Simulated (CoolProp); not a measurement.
Properties of R1234ze(Z) along the isotherm 440 K.

Model: reference Helmholtz-energy equation of state, Akasaka 2019, in CoolProp.

| p (MPa) | phase | cp (kJ/(kg K)) | fugacity coefficient |
|---|---|---|---|
| 0.353 | gas | 1.089 | 0.9676 |
| 0.706 | gas | 1.115 | 0.9356 |
| 1.06 | gas | 1.145 | 0.9040 |
| 1.41 | gas | 1.181 | 0.8731 |
| 1.77 | gas | 1.225 | 0.8418 |
| 2.12 | gas | 1.280 | 0.8117 |
| 2.47 | gas | 1.351 | 0.7819 |
| 2.82 | gas | 1.447 | 0.7524 |
| 3.18 | gas | 1.595 | 0.7222 |
| 3.53 | gas | 1.831 | 0.6928 |
| 3.88 | supercritical | 2.292 | 0.6633 |
| 4.24 | supercritical | 3.439 | 0.6323 |
| 4.59 | supercritical | 4.686 | 0.6014 |
| 4.94 | supercritical | 3.689 | 0.5711 |
| 5.3 | supercritical | 2.878 | 0.5426 |

The peak of cp marks the crossing from liquid-like to gas-like fluid above the critical point.
